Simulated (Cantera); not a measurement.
Charge: 1 mol Si, 1.8 mol HCl, 16 mol H₂, equilibrated at 1.00 bar.

These are equilibrium values from Cantera (NASA tables, ideal gas, pure condensed phases), not measurements of a reactor. Candidate condensed phases: Si; 19 gas species. Rates play no part.

Problem. What share of the Si ends up in condensed phases as a function of T (K), at 700, 750, 800, 850, 900, 950, 1000, 1050, 1100, 1150, 1200, 1250, 1300?

Solution. 
```json
[
 {"T (K)": "700", "Si condensed (%)": "47.7", "as": "Si(s)"},
 {"T (K)": "750", "Si condensed (%)": "47.8", "as": "Si(s)"},
 {"T (K)": "800", "Si condensed (%)": "48.1", "as": "Si(s)"},
 {"T (K)": "850", "Si condensed (%)": "48.5", "as": "Si(s)"},
 {"T (K)": "900", "Si condensed (%)": "49.1", "as": "Si(s)"},
 {"T (K)": "950", "Si condensed (%)": "50.0", "as": "Si(s)"},
 {"T (K)": "1000", "Si condensed (%)": "51.2", "as": "Si(s)"},
 {"T (K)": "1050", "Si condensed (%)": "52.8", "as": "Si(s)"},
 {"T (K)": "1100", "Si condensed (%)": "54.7", "as": "Si(s)"},
 {"T (K)": "1150", "Si condensed (%)": "57.0", "as": "Si(s)"},
 {"T (K)": "1200", "Si condensed (%)": "59.4", "as": "Si(s)"},
 {"T (K)": "1250", "Si condensed (%)": "61.8", "as": "Si(s)"},
 {"T (K)": "1300", "Si condensed (%)": "64.1", "as": "Si(s)"}
]
```
